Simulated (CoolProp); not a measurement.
Vapour-liquid equilibrium of n-hexane (1) + hexamethyldisiloxane (MM) (2) at 179.55 °C; x and y are mole fractions of (1).

Computed with CoolProp (multi-fluid Helmholtz-energy mixture model, Thol 2019 and Thol 2016; pair parameters Bell 2016).

**Question.** Give the bubble pressure and the first vapour's composition at x = 0.15, 0.35, 0.55. Is there an azeotrope?

**Answer.** x = 0.15: 0.7109 MPa, y = 0.214; x = 0.35: 0.8153 MPa, y = 0.455; x = 0.55: 0.9352 MPa, y = 0.661. No azeotrope shows between x = 0.05 and 0.95.

The pair parameters rest on a limited set of measurements; away from them the model extrapolates.
